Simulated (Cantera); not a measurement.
## Thermodynamics of silicon nitride deposition, feed trisilylamine + N₂ + NH₃

Charge: 1 mol trisilylamine, 4.1 mol N₂, 1.3 mol NH₃, held at 1425 K and 0.0770 bar.

Cantera equilibrium calculation (NASA polynomials, part measured and part estimated; ideal gas, pure solids and liquids). Candidate condensed phases: Si, Si₃N₄; 18 gas species. The feed counts by its element totals alone. Kinetics and transport are ignored.

```
Quantity                             Result
--------------------------------  ---------
x(H₂)                                 0.665
x(N₂)                                 0.335
x(H)                                2.00e-5
x(NH₃)                              1.90e-6
n(Si₃N₄(s))                        1.00 mol
gas amount                        9.700 mol
log10 activity of Si(s) (absent)      -2.27
```
